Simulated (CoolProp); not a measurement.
Carbon monoxide along the isotherm -95.35 °C: fugacity coefficient from the reference equation and from simpler models built on Tc = -140.3 °C, pc = 3498 kPa, ω = 0.050; each cubic takes its own stable root.

Model: reference Helmholtz-energy equation of state, Lemmon 2006, in CoolProp. It is a short technical equation, of lower accuracy than the large ones.

| p (kPa) | phase | reference |
|---|---|---|
| 111 | gas | 0.9957 |
| 162 | gas | 0.9937 |
| 238 | gas | 0.9908 |
| 350 | gas | 0.9864 |
| 513 | gas | 0.9802 |
| 754 | gas | 0.9710 |
| 1110 | gas | 0.9576 |
| 1620 | gas | 0.9386 |
| 2380 | gas | 0.9111 |
| 3500 | supercritical | 0.8719 |
| 5130 | supercritical | 0.8183 |
| 7540 | supercritical | 0.7474 |
| 11100 | supercritical | 0.6653 |
| 16200 | supercritical | 0.5950 |
| 23800 | supercritical | 0.5548 |
| 35000 | supercritical | 0.5612 |

Q: How far does each simpler model (van der Waals, Redlich-Kwong, Soave-Redlich-Kwong, Peng-Robinson) lie from the reference over these 16 states: mean and median of the absolute difference, and the worst?

A: 
- van der Waals: mean 1.6 %, median 0.5 %, worst +6.0 % at -95.35 °C and 35000 kPa
- Redlich-Kwong: mean 0.4 %, median 0.3 %, worst -0.9 % at -95.35 °C and 7540 kPa
- Soave-Redlich-Kwong: mean 1.1 %, median 0.2 %, worst +4.6 % at -95.35 °C and 35000 kPa
- Peng-Robinson: mean 2.5 %, median 1.4 %, worst -9.7 % at -95.35 °C and 35000 kPa
